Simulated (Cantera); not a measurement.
Feed: 1 mol Si₃N₄, 0.082 mol H₂O, 2.4 mol H₂, held at 1.60e-6 bar.

Cantera equilibrium calculation (NASA polynomials, part measured and part estimated; ideal gas, pure solids and liquids). Candidate condensed phases: H₂O, Si, SiO₂, Si₂N₂O, Si₃N₄; 35 gas species. Mutual solubility and eutectic melting of coexisting phases are not modelled. The tables' values for SiN are old estimates; treat these amounts as uncertain. Kinetics and transport are ignored.

x: gas mole fraction; n: condensed amount in mol.

| T (K) | x H₂ | x N₂ | x Si | x H | x SiO | x Si₂ | x SiH | n Si(s) | n Si₂N₂O(s) | n Si₃N₄(s) |
|---|---|---|---|---|---|---|---|---|---|---|
| 1300 | 0.686 | 0.311 | 2.71e-5 | 0.000725 | 0.00194 | 6.62e-9 | 2.35e-7 | 1.64 | 0.0750 | 0.400 |
| 1350 | 0.543 | 0.438 | 0.000125 | 0.00139 | 0.0180 | 4.83e-8 | 7.41e-7 | 2.92 | 0 | 0 |
| 1400 | 0.541 | 0.437 | 0.000514 | 0.00283 | 0.0179 | 3.06e-7 | 2.39e-6 | 2.92 | 0 | 0 |
| 1450 | 0.539 | 0.436 | 0.00192 | 0.00549 | 0.0179 | 1.70e-6 | 7.09e-6 | 2.91 | 0 | 0 |
| 1500 | 0.532 | 0.433 | ___ | ___ | 0.0178 | ___ | ___ | 2.89 | 0 | 0 |
| 1550 | 0.519 | 0.425 | 0.0208 | 0.0179 | 0.0174 | 3.75e-5 | 4.97e-5 | 2.82 | 0 | 0 |
| 1600 | 0.487 | 0.405 | 0.0609 | 0.0300 | 0.0166 | 0.000152 | 0.000117 | 2.61 | 0 | 0 |
| 1650 | ___ | ___ | ___ | ___ | ___ | ___ | ___ | ___ | 0 | 0 |
| 1700 | 0.291 | 0.259 | 0.374 | 0.0628 | 0.0106 | 0.00145 | 0.000395 | 0 | 0 | 0 |
| 1750 | 0.269 | 0.255 | 0.370 | 0.0953 | 0.0105 | 0.000753 | 0.000320 | 0 | 0 | 0 |

### Question
Some entries are withheld; supply them.

### Answer

- 1650, x H₂: 0.416
- 1650, x N₂: 0.354
- 1650, x Si: 0.167
- 1650, x H: 0.0463
- 1650, x SiO: 0.0145
- 1650, x Si₂: 0.000565
- 1650, x SiH: 0.000250
- 1650, n Si(s): 1.96
- 1500, x Si: 0.00658
- 1500, x H: 0.0102
- 1500, x Si₂: 8.41e-6
- 1500, x SiH: 1.95e-5
